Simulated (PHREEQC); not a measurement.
Model water analysis in mg/kgw, 50 °C, pH 4.14, pe 8.4:

```csv
constituent,mg/kgw
Na,94.6
K,0.434
Ca,235
Mg,88.3
Cl,201
S(6) as SO4,809
Cu(2),0.571
```

Valence states are taken as typed.

All values are PHREEQC results (ion-association model, phreeqc.dat), not measurements.

No solid was allowed to form.

Q: Order these Cu species by the share of Cu that they hold, largest first: CuCl+, CuSO4, Cu+2.

A: Cu+2 (72 %), CuSO4 (26 %), CuCl+ (1.8 %)

The pH is 4.14 and the ionic strength 0.0293 mol/kgw. Complexes and solids missing from the database can't appear. At this temperature some constants are extrapolated from 25 °C, and those without enthalpy data are left unchanged.
